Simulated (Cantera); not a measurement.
# Silicon epitaxy and polysilicon growth: Si2H6 + N2

Charge: 1 mol Si2H6, 64 mol N2, equilibrated at 1225 K and 0.140 bar.

Method: chemical equilibrium by Gibbs-energy minimisation in Cantera with the NASA 1993 tables (ideal gas, pure condensed phases). Candidate condensed phases: Si, Si3N4; 18 gas species. The feed counts by its element totals alone. N2 is the only nitrogen source here; it is nearly inert below about 1500 K, so the nitride shown seldom forms there in practice. Kinetics and transport are ignored.

```json
{
 "x(N2)": "0.954",
 "x(H2)": "0.0457",
 "n(Si3N4(s))": "0.667 mol",
 "gas_amount": "65.67 mol",
 "log10 activity of Si(s) (absent)": "-4.23"
}
```
